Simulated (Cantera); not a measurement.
## Diamond growth

A diamond (100) surface in a fixed gas of H2 with x(CH4) = 0.013, x(H) = 0.026, at 1275 K, 0.260 bar; coverages are run to steady state.

Detailed kinetics in Cantera: the Harris–Goodwin 1993 mechanism for the reconstructed diamond (100) surface.

```tsv
x(CH3)	growth (µm/h)	θ c6HH	θ c6H*	θ c6*H	θ c6**	θ c6HM
1e-06	0.264	0.391	0.0480	0.518	0.0430	5.82e-6
2.5e-06	0.661	0.391	0.0480	0.518	0.0430	1.46e-5
6.2e-06	1.64	0.391	0.0480	0.518	0.0430	3.61e-5
1.5e-05	3.97	0.391	0.0480	0.518	0.0430	8.73e-5
3.9e-05	10.3	0.391	0.0480	0.518	0.0430	0.000227
9.6e-05	25.3	0.391	0.0480	0.518	0.0429	0.000558
0.00024	63.2	0.390	0.0479	0.517	0.0428	0.00139
0.0006	157	0.389	0.0477	0.515	0.0425	0.00346
0.0015	387	0.386	0.0472	0.510	0.0417	0.00854
```
θ: site fractions in the mechanism's names (c6HH fully hydrogenated, c6H* and c6*H radical sites, c6** diradical, c6HM methylated).
